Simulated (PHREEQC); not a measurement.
A column of 0.5 m (30 cells, dispersivity 0.04 m, 60 s a shift, diffusion coefficient 3e-10 m²/s) holds 0.015 eq of the database's cation exchanger X per kg of pore water, first in equilibrium with 0.00046 mol/kgw ZnCl2, 6.9e-05 mol/kgw PbCl2, 0.0074 mol/kgw SrCl2 and 1e-05 mol/kgw HCl. It is flushed with 0.0076 mol/kgw ZnCl2, 0.00097 mol/kgw MgCl2 and 1e-05 mol/kgw HCl, at 25 °C. Values are for the last cell. CO2 from the air is kept out. Nothing may precipitate in this run.

Computed with PHREEQC (ion-association model, phreeqc.dat).

```csv
pore volumes,Mg in solution (mol/kgw),Sr in solution (mol/kgw),Pb in solution (mol/kgw),Zn in solution (mol/kgw),ZnX2 on the exchanger (mol/kgw),MgX2 on the exchanger (mol/kgw)
0,0,0.00740,6.90e-5,0.000460,0.000334,0
0.2833,3.85e-9,0.00740,6.90e-5,0.000460,0.000334,1.81e-9
0.4167,6.75e-7,0.00741,6.91e-5,0.000461,0.000335,3.17e-7
0.55,8.29e-6,0.00743,6.93e-5,0.000479,0.000346,3.87e-6
0.8167,8.93e-5,0.00726,6.81e-5,0.000752,0.000538,4.13e-5
1.083,0.000256,0.00652,6.15e-5,0.00151,0.00109,0.000120
1.217,0.000350,0.00599,5.65e-5,0.00202,0.00148,0.000166
1.35,0.000440,0.00541,5.12e-5,0.00256,0.00191,0.000212
1.617,0.000595,0.00426,4.04e-5,0.00362,0.00280,0.000298
1.883,0.000711,0.00325,3.08e-5,0.00456,0.00365,0.000369
2.017,0.000756,0.00282,2.67e-5,0.00496,0.00404,0.000398
2.15,0.000793,0.00243,2.30e-5,0.00532,0.00440,0.000424
2.417,0.000850,0.00179,1.70e-5,0.00591,0.00501,0.000466
2.683,0.000889,0.00130,1.23e-5,0.00637,0.00551,0.000497
2.817,0.000903,0.00110,1.05e-5,0.00655,0.00571,0.000509
2.95,0.000915,0.000934,8.89e-6,0.00671,0.00589,0.000520
3.217,0.000933,0.000666,6.35e-6,0.00696,0.00618,0.000535
3.483,0.000945,0.000472,4.50e-6,0.00715,0.00639,0.000547
3.617,0.000950,0.000397,3.78e-6,0.00722,0.00647,0.000551
3.75,0.000953,0.000333,3.17e-6,0.00728,0.00655,0.000555
4.017,0.000959,0.000233,2.23e-6,0.00738,0.00666,0.000560
```

Species that the database lacks are ignored.
